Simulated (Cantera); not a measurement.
MgO + Cl₂ + N₂ (oxide etching and cleaning by halides)

Input: 1 mol MgO, 1.2 mol Cl₂, a varied amount of N₂, held at 1.00 bar.

Equilibrium computed with Cantera from the NASA thermochemical tables; the gas is ideal and each condensed phase is pure. Candidate condensed phases: Mg, MgCl₂, MgO; 18 gas species. Mutual solubility and eutectic melting of coexisting phases are not modelled. Rates play no part.

Question: Map the stable condensed phases over T = 1000, 1050, 1100, 1150, 1200, 1250, 1300, 1350, 1400, 1450, 1500 K and n(N₂) in mol = 6.3, 8, 10, 13, 16, 21, 26, 33, 42, 53, 67.

Answer: 
```
T in K \ n(N₂) in mol
         6.3   8  10  13  16  21  26  33  42  53  67
   1500    A   A   A   A   A   A   A   A   A   A   A
   1450    A   A   A   A   A   A   A   A   A   A   A
   1400    A   A   A   A   A   A   A   A   A   A   A
   1350    A   A   A   A   A   A   A   A   A   A   A
   1300    A   A   A   A   A   A   A   A   A   A   A
   1250    A   A   A   A   A   A   A   A   A   A   A
   1200    A   A   A   A   A   A   A   A   A   A   A
   1150    B   B   A   A   A   A   A   A   A   A   A
   1100    B   B   B   A   A   A   A   A   A   A   A
   1050    B   B   B   B   B   A   A   A   A   A   A
   1000    B   B   B   B   B   B   B   B   A   A   A
```
A: MgO; B: MgCl₂ + MgO.
